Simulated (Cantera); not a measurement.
Feed: 1 mol HMDSO, 1.8 mol N₂O, 44 mol H₂, 0.89 mol CO₂, held at 0.00370 bar.

Cantera equilibrium calculation (NASA polynomials, part measured and part estimated; ideal gas, pure solids and liquids). Candidate condensed phases: C, C₆H₆, C₇H₈, C₈H₁₈, H₂O, Si, SiC, SiO₂, Si₂N₂O, Si₃N₄; 151 gas species. The feed counts by its element totals alone. Mutual solubility and eutectic melting of coexisting phases are not modelled. Kinetics and transport are ignored.

log p: log10 of the partial pressure in bar; n: condensed amount in mol.

```csv
T (K),log p H₂,log p CH₄,log p CO,log p N₂,log p H₂O,log p CO₂,n SiO₂(α-quartz),n C(graphite),n SiO₂(β-quartz),n Si₂N₂O(s)
573,-2.53,-3.27,-7.22,-3.86,-4.35,-7.44,2.00,0,0,0
673,-2.47,-3.76,-5.08,-3.90,-4.51,-6.03,2.00,4.31,0,0
773,-2.45,?,?,-3.92,?,?,2.00,6.01,0,0
873,-2.45,-5.25,-4.42,-3.92,-6.24,-7.78,0,6.24,2.00,0
973,-2.45,?,-4.41,-3.92,?,?,0,6.29,2.00,0
1073,-2.45,-6.25,-4.11,-3.97,-7.45,-9.08,0,5.72,1.61,0.193
1173,-2.47,-6.64,-3.64,-4.29,-7.55,-8.83,0,3.31,0,1.000
1273,-2.47,-6.96,-3.64,-4.29,-8.03,-9.42,0,3.31,0,1.000
```

### Question
Some entries are withheld; supply them.

### Answer

- 773, log p CH₄: -4.58
- 773, log p CO: -4.48
- 773, log p H₂O: -5.26
- 773, log p CO₂: -6.57
- 973, log p CH₄: -5.79
- 973, log p H₂O: -7.07
- 973, log p CO₂: -8.82
